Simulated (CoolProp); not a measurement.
Vapour-liquid equilibrium of R13 (1) + R113 (2) at 6.45 °C; x and y are mole fractions of (1).

Values from CoolProp's multi-fluid Helmholtz-energy mixture model, Platzer 1990 and Marx 1992; pair parameters Bell 2016. This equation is an older, rougher fit; its heat capacities, sound speeds and derivatives of the liquid may be far off and weren't checked against measurements.

```json
[
 {"x": "0.05", "bubble pressure (MPa)": "0.1575", "y at the bubble point": "0.869", "dew pressure at overall composition x (MPa)": "0.02147", "liquid density (mol/L)": "8.715"},
 {"x": "0.2", "bubble pressure (MPa)": "0.5358", "y at the bubble point": "0.961", "dew pressure at overall composition x (MPa)": "0.02552", "liquid density (mol/L)": "9.150"},
 {"x": "0.35", "bubble pressure (MPa)": "0.8725", "y at the bubble point": "0.976", "dew pressure at overall composition x (MPa)": "0.03143", "liquid density (mol/L)": "9.599"},
 {"x": "0.5", "bubble pressure (MPa)": "1.179", "y at the bubble point": "0.983", "dew pressure at overall composition x (MPa)": "0.04091", "liquid density (mol/L)": "10.05"},
 {"x": "0.65", "bubble pressure (MPa)": "1.470", "y at the bubble point": "0.987", "dew pressure at overall composition x (MPa)": "0.05853", "liquid density (mol/L)": "10.45"},
 {"x": "0.8", "bubble pressure (MPa)": "1.770", "y at the bubble point": "0.991", "dew pressure at overall composition x (MPa)": "0.1027", "liquid density (mol/L)": "10.72"},
 {"x": "0.95", "bubble pressure (MPa)": "2.141", "y at the bubble point": "0.997", "dew pressure at overall composition x (MPa)": "0.4171", "liquid density (mol/L)": "10.55"}
]
```

No azeotrope shows between x = 0.05 and 0.95.

Pair parameters are fitted to limited data, so mixtures are less certain than the pure fluids. The gap from Raoult's law changes sign with composition, which may be real or a fault of the pair parameters; it wasn't checked against measurements.
